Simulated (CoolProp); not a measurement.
Computed with CoolProp (reference Helmholtz-energy equation of state, Zhou 2012).

**Question.** For ethylbenzene, give the phase and the density (kg/m³), cp (kJ/(kg K)), isothermal compressibility (1/MPa), conductivity (mW/(m K)) at 214.6 K and 0.156 MPa.

**Answer.** 
- 214.6 K and 0.156 MPa: liquid; density 935, cp 1.53, isothermal compressibility 0.000509, conductivity 148

Thermal conductivity comes from a separate model (Mylona 2014).
